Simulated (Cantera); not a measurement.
What does this Cantera script print?

```python
import numpy as np
import cantera as ct

gas_names = """
    CL CLO CL2 H HCL HOCL HO2 H2 H2O H2O2 Mg MgCL MgCL2 MgH MgO MgOH MgO2H2 Mg2 O OH O2 O3
""".split()
cond_names = """
    H2O(s) H2O(L) Mg(cr) Mg(L) MgCL2(s) MgCL2(L) MgO(s) MgO(L) MgO2H2(s)
""".split()


# ... load() reads the species with a 1 bar reference pressure and builds the phases ...
atoms = {
    'MgO': {'Mg': 1, 'O': 1},
    'HCl': {'H': 1, 'CL': 1},
    'H2': {'H': 2},
}
top_T = {}  # K; cautious upper limits of use, not melting points


# ... equilibrate(T, P, feed) seeds the gas with the atoms and calls Mixture.equilibrate('TP', solver="vcs", rtol=1e-11, max_steps=5000) ...
results = []
feed = {'MgO': 1, 'HCl': 0.05, 'H2': 0.11}  # mol
P = 62000  # Pa
for T in [975, 1025, 1075, 1125, 1175, 1225, 1275, 1325, 1375, 1425, 1475, 1525, 1575]:
    mix = equilibrate(T, P, feed)
    results.append((T, P, feed, dict(zip(mix.species_names, mix.species_moles))))
    x = sorted(zip(gas.X, gas.species_names), reverse=True)
    print(f"T = {T:g} K  P = {P:g} Pa  gas = {mix.phase_moles(0):.4g} mol")
    print("   x: " + "  ".join(f"{s} {v:.3e}" for v, s in x if v > 0.0001))
    print("   condensed (mol): " + ("  ".join(f"{mix.phase(i).name} {mix.phase_moles(i):.4g}"
          for i in range(1, mix.n_phases) if mix.phase_moles(i) > 1e-12) or "none"))
```

Output:

```
T = 975 K  P = 62000 Pa  gas = 0.1589 mol
   x: H2 6.921e-01  HCL 3.010e-01  H2O 6.799e-03  MgCL2 1.588e-04
   condensed (mol): MgCL2(s) 0.001055  MgO(s) 0.9989
T = 1025 K  P = 62000 Pa  gas = 0.1593 mol
   x: H2 6.905e-01  HCL 3.041e-01  H2O 4.892e-03  MgCL2 5.390e-04
   condensed (mol): MgCL2(L) 0.0006935  MgO(s) 0.9992
T = 1075 K  P = 62000 Pa  gas = 0.1596 mol
   x: H2 6.891e-01  HCL 3.056e-01  H2O 3.835e-03  MgCL2 1.527e-03
   condensed (mol): MgCL2(L) 0.0003684  MgO(s) 0.9994
T = 1125 K  P = 62000 Pa  gas = 0.16 mol
   x: H2 6.875e-01  HCL 3.056e-01  H2O 3.460e-03  MgCL2 3.460e-03
   condensed (mol): MgO(s) 0.9994
T = 1175 K  P = 62000 Pa  gas = 0.16 mol
   x: H2 6.875e-01  HCL 3.030e-01  H2O 4.752e-03  MgCL2 4.752e-03
   condensed (mol): MgO(s) 0.9992
T = 1225 K  P = 62000 Pa  gas = 0.16 mol
   x: H2 6.875e-01  HCL 2.998e-01  H2O 6.335e-03  MgCL2 6.335e-03
   condensed (mol): MgO(s) 0.999
T = 1275 K  P = 62000 Pa  gas = 0.16 mol
   x: H2 6.875e-01  HCL 2.961e-01  H2O 8.223e-03  MgCL2 8.223e-03
   condensed (mol): MgO(s) 0.9987
T = 1325 K  P = 62000 Pa  gas = 0.16 mol
   x: H2 6.875e-01  HCL 2.917e-01  H2O 1.042e-02  MgCL2 1.042e-02
   condensed (mol): MgO(s) 0.9983
T = 1375 K  P = 62000 Pa  gas = 0.16 mol
   x: H2 6.875e-01  HCL 2.867e-01  H2O 1.292e-02  MgCL2 1.292e-02
   condensed (mol): MgO(s) 0.9979
T = 1425 K  P = 62000 Pa  gas = 0.16 mol
   x: H2 6.875e-01  HCL 2.811e-01  H2O 1.571e-02  MgCL2 1.571e-02
   condensed (mol): MgO(s) 0.9975
T = 1475 K  P = 62000 Pa  gas = 0.16 mol
   x: H2 6.875e-01  HCL 2.750e-01  H2O 1.877e-02  MgCL2 1.877e-02
   condensed (mol): MgO(s) 0.997
T = 1525 K  P = 62000 Pa  gas = 0.16 mol
   x: H2 6.875e-01  HCL 2.684e-01  H2O 2.206e-02  MgCL2 2.206e-02
   condensed (mol): MgO(s) 0.9965
T = 1575 K  P = 62000 Pa  gas = 0.16 mol
   x: H2 6.875e-01  HCL 2.614e-01  H2O 2.555e-02  MgCL2 2.555e-02
   condensed (mol): MgO(s) 0.9959
```

These are equilibrium values from Cantera (NASA tables, ideal gas, pure condensed phases), not measurements of a reactor. Mutual solubility and eutectic melting of coexisting phases are not modelled.
